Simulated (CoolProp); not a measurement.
R141b along the isotherm 500 K: fugacity coefficient from the reference equation and from simpler models built on Tc = 477.5 K, pc = 4.212 MPa, ω = 0.220; each cubic takes its own stable root.

Model: reference Helmholtz-energy equation of state, Lemmon 2006, in CoolProp. It is a short technical equation, of lower accuracy than the large ones.

| p (MPa) | phase | reference | van der Waals | Soave-Redlich-Kwong | Peng-Robinson |
|---|---|---|---|---|---|
| 0.0333 | gas | 0.9978 | 0.9979 | 0.9977 | 0.9974 |
| 0.0502 | gas | 0.9967 | 0.9968 | 0.9965 | 0.9961 |
| 0.0758 | gas | 0.9950 | 0.9952 | 0.9947 | 0.9941 |
| 0.114 | gas | 0.9925 | 0.9928 | 0.9921 | 0.9911 |
| 0.172 | gas | 0.9886 | 0.9892 | 0.9881 | 0.9866 |
| 0.26 | gas | 0.9828 | 0.9836 | 0.9820 | 0.9798 |
| 0.392 | gas | 0.9741 | 0.9754 | 0.9729 | 0.9696 |
| 0.592 | gas | 0.9610 | 0.9628 | 0.9593 | 0.9544 |
| 0.893 | gas | 0.9412 | 0.9440 | 0.9388 | 0.9316 |
| 1.35 | gas | 0.9114 | 0.9155 | 0.9081 | 0.8977 |
| 2.03 | gas | 0.8671 | 0.8732 | 0.8630 | 0.8483 |
| 3.07 | gas | 0.7995 | 0.8082 | 0.7952 | 0.7753 |
| 4.63 | supercritical | 0.6959 | 0.7056 | 0.6939 | 0.6691 |
| 6.98 | supercritical | 0.5393 | 0.5512 | 0.5476 | 0.5220 |
| 10.5 | supercritical | 0.4117 | 0.4397 | 0.4276 | 0.4018 |
